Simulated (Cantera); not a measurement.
A freely propagating, adiabatic, planar premixed flame of H2 : O2 : N2 : H2O = 1 : 0.167 : 0.627 : 0.058 (molar parts), equivalence ratio 3.0, unburnt at 400 K and 0.326 atm; mixture-averaged transport, grid criteria slope 0.08 and curve 0.16, no radiation.

Computed with Cantera and the H2/O2 subset of GRI-Mech 3.0, which has no nitrogen chemistry. Burning velocities carry a grid error of a few per cent, more on coarse grids.

### Question
Predict: laminar burning velocity; thermal thickness; peak x(H2O2); peak x(O); peak x(OH).

### Answer
laminar burning velocity: 327 cm/s
thermal thickness: 1.71 mm
peak x(H2O2): 2.08e-5
peak x(O): 0.00128
peak x(OH): 0.000846
